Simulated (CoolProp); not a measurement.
Vapour-liquid equilibrium of benzene (1) + dimethyl carbonate (2) at 614 kPa; x and y are mole fractions of (1).

Model: multi-fluid Helmholtz-energy mixture model, Thol 2012 and Zhou 2011; pair parameters Bell 2016, in CoolProp.

| x | bubble temperature, mixture model (K) | bubble temperature, Raoult's law (K) | y, mixture model | y, Raoult's law |
|---|---|---|---|---|
| 0.05 | 431.6 | 432.2 | 0.067 | 0.057 |
| 0.125 | 430.3 | 431.7 | 0.159 | 0.141 |
| 0.2 | 429.1 | 431.2 | 0.244 | 0.223 |
| 0.275 | 428.2 | 430.7 | 0.322 | 0.303 |
| 0.35 | 427.4 | 430.2 | 0.395 | 0.382 |
| 0.425 | 426.7 | 429.7 | 0.465 | 0.459 |
| 0.5 | 426.1 | 429.2 | 0.533 | 0.535 |
| 0.575 | 425.7 | 428.7 | 0.599 | 0.609 |
| 0.65 | 425.4 | 428.1 | 0.665 | 0.682 |
| 0.725 | 425.2 | 427.6 | 0.731 | 0.753 |
| 0.8 | 425.2 | 427.1 | 0.799 | 0.822 |
| 0.875 | 425.3 | 426.6 | 0.871 | 0.890 |
| 0.95 | 425.5 | 426.1 | 0.946 | 0.957 |

The largest gap from Raoult's law is -3.1 K in bubble temperature, at x = 0.5. y crosses x between x = 0.725 and 0.8: the model has an azeotrope there.

The pair parameters rest on a limited set of measurements; away from them the model extrapolates.
